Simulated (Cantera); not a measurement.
An adiabatic, constant-pressure homogeneous reactor starts with CH4 : O2 : N2 = 1 : 2.02 : 7.6 (molar parts), equivalence ratio 0.99, at 1798 K and 9.87 atm. Integrator tolerance rtol = 1e-08.

Detailed kinetics in Cantera: GRI-Mech 3.0 (53 species, 325 reactions). Above 3000 K some thermodynamic fits are extrapolated.

Question: What does this change do: pressure from 9.87 atm to 0.464 atm?

Answer: 
| quantity | before | after |
|---|---|---|
| time of steepest temperature rise | 16.7 µs | 0.229 ms |
| temperature at 0.200 s | 3018 K | 2770 K |
| equilibrium temperature | 3018 K | 2770 K |
| x(CH4) at 0.200 s | <1e-12 (gas-phase equilibrium <1e-12) | <1e-12 (gas-phase equilibrium <1e-12) |
| x(O2) at 0.200 s | 0.0181 (gas-phase equilibrium 0.0181) | 0.0249 (gas-phase equilibrium 0.0249) |
| x(CO2) at 0.200 s | 0.0491 (gas-phase equilibrium 0.0491) | 0.0394 (gas-phase equilibrium 0.0394) |
| x(C2H) at 0.200 s | <1e-12 (gas-phase equilibrium <1e-12) | <1e-12 (gas-phase equilibrium <1e-12) |
| x(HCO) at 0.200 s | 2.13e-7 (gas-phase equilibrium 2.13e-7) | 3.80e-8 (gas-phase equilibrium 3.80e-8) |

Question: What does this change do: pressure from 9.87 atm to 0.424 atm?

Answer: 
| quantity | before | after |
|---|---|---|
| time of steepest temperature rise | 16.7 µs | 0.249 ms |
| temperature at 0.200 s | 3018 K | 2762 K |
| equilibrium temperature | 3018 K | 2762 K |
| x(CH4) at 0.200 s | <1e-12 (gas-phase equilibrium <1e-12) | <1e-12 (gas-phase equilibrium <1e-12) |
| x(O2) at 0.200 s | 0.0181 (gas-phase equilibrium 0.0181) | 0.0250 (gas-phase equilibrium 0.0250) |
| x(CO2) at 0.200 s | 0.0491 (gas-phase equilibrium 0.0491) | 0.0392 (gas-phase equilibrium 0.0392) |
| x(C2H) at 0.200 s | <1e-12 (gas-phase equilibrium <1e-12) | <1e-12 (gas-phase equilibrium <1e-12) |
| x(HCO) at 0.200 s | 2.13e-7 (gas-phase equilibrium 2.13e-7) | 3.59e-8 (gas-phase equilibrium 3.59e-8) |
